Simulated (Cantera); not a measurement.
**Ammonia decomposition in nitride growth gas**

A perfectly stirred reactor is fed with NH3 : N2 = 1 : 12 (molar parts), at 29.3 Torr; it is held at 2150 K, and followed from long to short residence time.

Computed with Cantera and the gas-phase N/H chemistry of the illustrative SiF4/NH3 mechanism in the Surface Chemkin manual (1991). Walls and surfaces, which speed up NH3 decomposition in real reactors, are not modelled.

| τ (s) | x NH3 | x N2H2 | x H2 | x N | x N2 | x NH | x NH2 |
|---|---|---|---|---|---|---|---|
| 7.4 | 0.00153 | 1.38e-8 | 0.105 | 3.25e-6 | 0.893 | 6.60e-6 | 3.43e-5 |
| 2.8 | 0.00424 | 4.16e-8 | 0.101 | 3.35e-6 | 0.894 | 9.49e-6 | 6.93e-5 |
| 1.0 | 0.0105 | 1.19e-7 | 0.0922 | 3.62e-6 | 0.897 | 1.37e-5 | 0.000133 |
| 0.38 | 0.0215 | 2.84e-7 | 0.0769 | 3.81e-6 | 0.901 | 1.82e-5 | 0.000229 |
| 0.14 | 0.0381 | 5.77e-7 | 0.0536 | 3.62e-6 | 0.908 | 2.23e-5 | 0.000363 |
| 0.053 | 0.0549 | 9.13e-7 | 0.0301 | 2.78e-6 | 0.914 | 2.35e-5 | 0.000513 |
| 0.020 | 0.0669 | 1.13e-6 | 0.0133 | 1.46e-6 | 0.919 | 2.05e-5 | 0.000661 |
| 0.0074 | 0.0732 | 1.00e-6 | 0.00441 | 4.56e-7 | 0.922 | 1.40e-5 | 0.000737 |
x: mole fraction; the columns are a selection and need not sum to one.
